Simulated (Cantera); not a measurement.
**SO₂ + N₂ + H₂O (abatement and gas-phase synthesis)**

Input: 1 mol SO₂, 4.4 mol N₂, 4.2 mol H₂O, at 1600 K and 27.0 Pa.

Cantera equilibrium calculation (NASA polynomials, part measured and part estimated; ideal gas, pure solids and liquids). Candidate condensed phases: H₂O, H₂SO₄, S; 35 gas species. The numbers say what is thermodynamically allowed, not how fast it happens.

The x(N₂) is 0.457. The x(H₂O) is 0.432 and the x(SO₂) is 0.104. The x(H₂) is 0.00403. The x(O₂) is 0.00187 and the x(OH) is 0.000882. The x(SO) comes out as 0.000232 and the x(H) is 0.000210. The x(NO) comes out as 0.000139 and the gas amount is 9.624 mol. The log10 activity of S(l) (absent) is -7.56.
